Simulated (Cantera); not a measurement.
## Equilibrium for sublimation and decomposition of ceramics: AlN + N2

Feed: 1 mol AlN, 3.1 mol N2, at 2023.15 K.

Method: chemical equilibrium by Gibbs-energy minimisation in Cantera with the NASA 1993 tables (ideal gas, pure condensed phases). Candidate condensed phases: Al, AlN; 5 gas species. Rates play no part.

From 1.00 Pa to 180 Pa nothing is condensed. From 1000 Pa to 1000000 Pa the condensed part is AlN(s). The main Al-bearing gas is Al throughout.

| P (Pa) | log p N2 | log p Al | log p Al2 | log p N | log p AlN | n AlN(s) |
|---|---|---|---|---|---|---|
| 1 | -5.11 | -5.66 | -11.89 | -11.45 | -14.92 | 0 |
| 5.60 | -4.36 | -4.91 | -10.40 | -11.08 | -13.79 | 0 |
| 32 | -3.60 | -4.16 | -8.88 | -10.70 | -12.66 | 0 |
| 180 | -2.85 | -3.41 | -7.38 | -10.33 | -11.53 | 0 |
| 1000 | -2.01 | -3.49 | -7.55 | -9.91 | -11.20 | 0.895 |
| 5600 | -1.25 | -3.87 | -8.31 | -9.53 | -11.20 | 0.993 |
| 32000 | -0.49 | -4.25 | -9.07 | -9.15 | -11.20 | 0.999 |
| 180000 | 0.26 | -4.63 | -9.82 | -8.77 | -11.20 | 1.000 |
| 1000000 | 1.00 | -5.00 | -10.57 | -8.40 | <-11 | 1.000 |
log p: log10 of the partial pressure in bar; n: condensed amount in mol.
